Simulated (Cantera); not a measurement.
Input: 1 mol SiH₄, 0.57 mol NH₃, 23 mol H₂, held at 8.40 mbar.

Equilibrium computed with Cantera from the NASA thermochemical tables; the gas is ideal and each condensed phase is pure. Candidate condensed phases: Si, Si₃N₄; 18 gas species. Mutual solubility and eutectic melting of coexisting phases are not modelled. Gases not in the tables: Si₂H₆ and higher silanes. The numbers say what is thermodynamically allowed, not how fast it happens.

Q: Which condensed phases are stable at each of these points (T (°C)): 500, 700, 900, 1100, 1300, 1500, 1700, 1900?

A: 
| T (°C) | condensed phases | Si condensed (%) |
|---|---|---|
| 500 | Si(s) + Si₃N₄(s) | 100.0 |
| 700 | Si(s) + Si₃N₄(s) | 100.0 |
| 900 | Si(s) + Si₃N₄(s) | 100.0 |
| 1100 | Si(s) + Si₃N₄(s) | 100.0 |
| 1300 | Si(s) | 100.0 |
| 1500 | Si(l) | 99.2 |
| 1700 | Si(l) | 88.8 |
| 1900 | gas only | 0.0 |

From 500 °C to 1100 °C the condensed part is Si(s) + Si₃N₄(s). At 1300 °C the condensed part is Si(s). From 1500 °C to 1700 °C the condensed part is Si(l). At 1900 °C nothing is condensed.
